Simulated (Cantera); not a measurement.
Feed: 1 mol CuO, 270 mol H2, 1 mol H2O, at 1223 K and 8.60 mbar.

Equilibrium computed with Cantera from the NASA thermochemical tables; the gas is ideal and each condensed phase is pure. Candidate condensed phases: Cu, CuO, Cu(OH)2, Cu2O, H2O; 12 gas species. Equilibrium is a limit: real reactors are often held back by kinetics, nucleation or transport.

Base state: H2 0.993, H2O 0.00738 (mole fractions); condensed: Cu(s).

Task: What changes in the equilibrium state with this change: CuO replaced by Al2O3?

Result: 
```csv
species,before,after
H2,0.993,0.996
H2O,0.00738,0.00369
"Cu(s), mol",0.999,0
"Al2O3(s), mol",0,1.00
```
Further candidate phases: Al, Al2O3.

Task: What changes in the equilibrium state with this change: temperature from 1223 K to 2048.15 K?

Result: 
```json
[
 {"species": "H2", "before": "0.993", "after": "0.965"},
 {"species": "H", "before": "3.23e-6", "after": "0.0237"},
 {"species": "H2O", "before": "0.00738", "after": "0.00725"},
 {"species": "Cu", "before": "2.67e-6", "after": "0.00363"},
 {"species": "OH", "before": "<1e-9", "after": "1.94e-5"},
 {"species": "Cu(s), mol", "before": "0.999", "after": "0"}
]
```
